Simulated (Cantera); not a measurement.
A perfectly stirred reactor is fed with 1.91 % CH4, 0.496 % C2H6, 1.24 % C3H8, 20.2 % O2, 76.1 % N2, equivalence ratio 0.58, at 0.217 atm; it is adiabatic with a 750 K inlet, and is followed from long to short residence time, starting on the burning branch (τ in s: 0.44, 0.17, 0.063, 0.024, 0.0092, 0.0035, 0.0013, 0.00051, 0.00019, 7.4e-05).

Computed with Cantera and GRI-Mech 3.0 (53 species, 325 reactions). GRI-Mech 3.0 was tuned for natural gas; its chemistry of propane as a main component is partial and can be far from experiment.

Task: Predict: blow-out, bracketed by the residence times tried; x(CH4) at τ = 0.440 s; x(C2H6) at τ = 0.440 s; x(C3H8) at τ = 0.440 s; x(H2O2) at τ = 0.440 s; x(HCO) at τ = 0.440 s; x(CH4) at τ = 3.50 ms; x(C2H6) at τ = 3.50 ms; x(C3H8) at τ = 3.50 ms; x(H2O2) at τ = 3.50 ms; x(HCO) at τ = 3.50 ms.

Result: 
| Property | Result |
|---|---|
| blow-out, bracketed by the residence times tried | burning at 0.510 ms, out at 0.190 ms |
| x(CH4) at τ = 0.440 s | 9.04e-7 |
| x(C2H6) at τ = 0.440 s | 4.24e-8 |
| x(C3H8) at τ = 0.440 s | 1.05e-7 |
| x(H2O2) at τ = 0.440 s | 2.65e-8 |
| x(HCO) at τ = 0.440 s | 1.38e-8 |
| x(CH4) at τ = 3.50 ms | 2.95e-5 |
| x(C2H6) at τ = 3.50 ms | 1.90e-6 |
| x(C3H8) at τ = 3.50 ms | 4.17e-6 |
| x(H2O2) at τ = 3.50 ms | 1.11e-7 |
| x(HCO) at τ = 3.50 ms | 1.93e-6 |
